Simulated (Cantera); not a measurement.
Feed: 1 mol CH₃OH, 36 mol H₂, held at 1298 K.

These are equilibrium values from Cantera (NASA tables, ideal gas, pure condensed phases), not measurements of a reactor. Candidate condensed phases: C, C₆H₆, C₇H₈, C₈H₁₈, H₂O; 110 gas species. The ideal-gas law is rough above about 30 bar. The numbers say what is thermodynamically allowed, not how fast it happens.

x: gas mole fraction; nothing condenses.

```
P (Pa)     x H₂     x CH₄     x H₂O     x CO       x H    x CO₂
--------  -----  --------  --------  -------  --------  -------
10        0.974   1.20e-7   1.46e-7   0.0256  0.000106  2.19e-9
46        0.974   5.98e-7   6.21e-7   0.0256   4.93e-5  9.32e-9
220       0.974       ___       ___   0.0256       ___      ___
1000      0.974   1.33e-5   1.32e-5   0.0256   1.06e-5  1.97e-7
4600      0.974       ___       ___   0.0256       ___      ___
22000     0.974  0.000292  0.000288   0.0254   2.25e-6  4.27e-6
100000    0.973   0.00130   0.00128   0.0244   1.06e-6  1.83e-5
460000    0.969   0.00543   0.00536   0.0204   4.92e-7  6.44e-5
2200000   0.956    0.0171    0.0170  0.00930   2.23e-7  9.44e-5
10000000  0.947    0.0259    0.0259  0.00106   1.04e-7  1.66e-5
```

Problem. Fill in the missing entries.

Solution. 
- 4600, x CH₄: 6.13e-5
- 4600, x H₂O: 6.05e-5
- 4600, x H: 4.93e-6
- 4600, x CO₂: 9.05e-7
- 220, x CH₄: 2.92e-6
- 220, x H₂O: 2.91e-6
- 220, x H: 2.25e-5
- 220, x CO₂: 4.37e-8
